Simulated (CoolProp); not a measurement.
The fluid at 298.15 K and 0.147 MPa flows at 3.7 m/s in a round tube of 20 mm bore and 0.25 µm roughness, fully developed (64/Re and Nu = 3.66 if laminar; Colebrook and Gnielinski if turbulent). The same conditions are run with several fluids, on thermodynamics alone (safety and materials aside).

Values from CoolProp's reference Helmholtz-energy equation of state of each fluid (c-C4F8 (RC318): Platzer 1990; R404A: Lemmon 2003; methane: Setzmann 1991; oxygen: Schmidt 1985; R143a: Lemmon and Jacobsen 2000). The equations of Platzer and Polt are older, rougher fits. Blends and air are pseudo-pure fits.

Q: Rank c-C4F8 (RC318), R404A, methane, oxygen, R143a by Reynolds number, highest first.

A: c-C4F8 (RC318) (82500), R404A (35900), R143a (34000), oxygen (6840), methane (6300)

```tsv
fluid	Darcy friction factor	pressure drop (Pa/m)	heat-transfer coefficient (W/(m² K))	mass flow (kg/h)
c-C4F8 (RC318)	0.0188	79.8	95.8	51.9
R404A	0.0226	45.8	58.7	24.8
methane	0.0350	11.4	34.5	3.99
oxygen	0.0342	22.3	28.3	7.95
R143a	0.0228	40.0	58.0	21.4
```

Transport values come from each fluid's own correlations; those of c-C4F8 (RC318), R143a are estimates that may be off by 10 % or more.
